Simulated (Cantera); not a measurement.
Input (Python, Cantera):

```python
import numpy as np
import cantera as ct

gas = ct.Solution("gri30.yaml")
gas.TPX = 1348, 500000, {'CH4': 1, 'CO': 1.2, 'O2': 4.81, 'N2': 13}
reactor = ct.IdealGasReactor(gas, energy="on", clone=False)
net = ct.ReactorNet([reactor])
net.rtol, net.atol = 1e-08, 1e-16
show = ['CH4', 'CO', 'O2', 'CH2CO', 'CH3', 'O']
times = np.geomspace(3e-06, 3, 12)

steps = ct.SolutionArray(gas, extra=["t"])
rows = []
print(f"{'t/s':>10s}{'T/K':>9s}{'P/Pa':>11s}" + "".join(f"{s:>11s}" for s in show))
for t in times:
    while net.time < t:
        t_next = net.step()
        steps.append(gas.state, t=t_next)
    rows.append([np.interp(t, steps.t, y) for y in (steps.T, steps.P, *steps(*show).X.T)])
    print(f"{t:10.3e}{rows[-1][0]:9.1f}{rows[-1][1]:11.4g}" + "".join(f"{x:11.3e}" for x in rows[-1][2:]))
rate = np.gradient(steps.T, steps.t)
print("integrator steps:", len(steps.t))
if steps.T.max() > steps.T[0] + 200:
    print(f"time of steepest temperature rise: {steps.t[rate.argmax()]:.4e} s")
gas.TPX = 1348, 500000, {'CH4': 1, 'CO': 1.2, 'O2': 4.81, 'N2': 13}
gas.equilibrate("UV")
print(f"equilibrium (UV): T = {gas.T:.1f} K  " + "  ".join(f"{s} {gas[s].X[0]:.3e}" for s in show))
```

Output:

```
       t/s      T/K       P/Pa        CH4         CO         O2      CH2CO        CH3          O
 3.000e-06   1348.0      5e+05  4.997e-02  5.997e-02  2.404e-01  8.138e-13  2.824e-07  7.248e-09
 1.053e-05   1348.0      5e+05  4.997e-02  5.997e-02  2.404e-01  1.201e-11  1.171e-06  8.775e-09
 3.699e-05   1348.0      5e+05  4.997e-02  5.997e-02  2.404e-01  1.934e-10  5.522e-06  1.594e-08
 1.299e-04   1348.4  5.001e+05  4.990e-02  5.996e-02  2.403e-01  3.990e-09  2.700e-05  5.461e-08
 4.560e-04   1354.3  5.023e+05  4.914e-02  5.988e-02  2.398e-01  1.542e-07  5.920e-05  1.621e-07
 1.601e-03   2818.9  1.031e+06  1.301e-16  1.538e-02  1.032e-01  5.521e-18  1.294e-15  5.884e-03
 5.621e-03   2815.8   1.03e+06  1.278e-16  1.528e-02  1.022e-01  5.362e-18  1.263e-15  5.790e-03
 1.974e-02   2815.8   1.03e+06  1.278e-16  1.528e-02  1.022e-01  5.362e-18  1.263e-15  5.790e-03
 6.930e-02   2815.8   1.03e+06  1.278e-16  1.528e-02  1.022e-01  5.362e-18  1.263e-15  5.790e-03
 2.433e-01   2815.8   1.03e+06  1.278e-16  1.528e-02  1.022e-01  5.362e-18  1.263e-15  5.790e-03
 8.544e-01   2815.8   1.03e+06  1.278e-16  1.528e-02  1.022e-01  5.362e-18  1.263e-15  5.790e-03
 3.000e+00   2815.8   1.03e+06  1.278e-16  1.528e-02  1.022e-01  5.362e-18  1.263e-15  5.790e-03
integrator steps: 2026
time of steepest temperature rise: 9.2979e-04 s
equilibrium (UV): T = 2815.8 K  CH4 1.814e-16  CO 1.528e-02  O2 1.022e-01  CH2CO 6.681e-18  CH3 1.792e-15  O 5.790e-03
```

Cantera simulation using GRI-Mech 3.0 (53 species, 325 reactions); the numbers are that mechanism's predictions, not measurements.
